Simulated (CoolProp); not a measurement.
Methanol along the isobar 10700 kPa: Z from the reference equation and from simpler models built on Tc = 240.2 °C, pc = 8216 kPa, ω = 0.565; each cubic takes its own stable root.

Values from CoolProp's reference Helmholtz-energy equation of state, de Reuck 1993.

```json
[
 {"T (°C)": "170.15", "phase": "liquid", "reference": "0.1454", "van der Waals": "0.2927", "Redlich-Kwong": "0.2158", "Soave-Redlich-Kwong": "0.1994"},
 {"T (°C)": "184.85", "phase": "liquid", "reference": "0.1463", "van der Waals": "0.2933", "Redlich-Kwong": "0.2195", "Soave-Redlich-Kwong": "0.2034"},
 {"T (°C)": "199.65", "phase": "liquid", "reference": "0.1485", "van der Waals": "0.2957", "Redlich-Kwong": "0.2253", "Soave-Redlich-Kwong": "0.2102"},
 {"T (°C)": "214.35", "phase": "liquid", "reference": "0.1529", "van der Waals": "0.3005", "Redlich-Kwong": "0.2344", "Soave-Redlich-Kwong": "0.2212"},
 {"T (°C)": "229.05", "phase": "liquid", "reference": "0.1612", "van der Waals": "0.3090", "Redlich-Kwong": "0.2489", "Soave-Redlich-Kwong": "0.2402"},
 {"T (°C)": "243.75", "phase": "supercritical", "reference": "0.1809", "van der Waals": "0.3237", "Redlich-Kwong": "0.2743", "Soave-Redlich-Kwong": "0.2794"},
 {"T (°C)": "258.55", "phase": "supercritical", "reference": "0.3086", "van der Waals": "0.3517", "Redlich-Kwong": "0.3317", "Soave-Redlich-Kwong": "0.4036"},
 {"T (°C)": "273.25", "phase": "supercritical", "reference": "0.5085", "van der Waals": "0.4149", "Redlich-Kwong": "0.4540", "Soave-Redlich-Kwong": "0.5512"},
 {"T (°C)": "287.95", "phase": "supercritical", "reference": "0.6033", "van der Waals": "0.5118", "Redlich-Kwong": "0.5471", "Soave-Redlich-Kwong": "0.6365"},
 {"T (°C)": "302.65", "phase": "supercritical", "reference": "0.6646", "van der Waals": "0.5816", "Redlich-Kwong": "0.6090", "Soave-Redlich-Kwong": "0.6963"},
 {"T (°C)": "317.45", "phase": "supercritical", "reference": "0.7105", "van der Waals": "0.6313", "Redlich-Kwong": "0.6555", "Soave-Redlich-Kwong": "0.7426"},
 {"T (°C)": "332.15", "phase": "supercritical", "reference": "0.7455", "van der Waals": "0.6695", "Redlich-Kwong": "0.6924", "Soave-Redlich-Kwong": "0.7798"},
 {"T (°C)": "346.85", "phase": "supercritical", "reference": "0.7728", "van der Waals": "0.7005", "Redlich-Kwong": "0.7229", "Soave-Redlich-Kwong": "0.8106"}
]
```
